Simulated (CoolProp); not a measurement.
Vapour-liquid equilibrium of n-heptane (1) + m-xylene (2) at 0.00113 MPa; x and y are mole fractions of (1).

Values from CoolProp's multi-fluid Helmholtz-energy mixture model, Span 2003 and Zhou 2012; pair parameters Bell 2016.

Question: Give the bubble temperature and the first vapour's composition at x = 0.55, 0.65, 0.85. Is there an azeotrope?

Answer: x = 0.55: 274.9 K, y = 0.884; x = 0.65: 273.3 K, y = 0.916; x = 0.85: 270.4 K, y = 0.968. No azeotrope shows between x = 0.05 and 0.95.

The pair parameters rest on a limited set of measurements; away from them the model extrapolates.
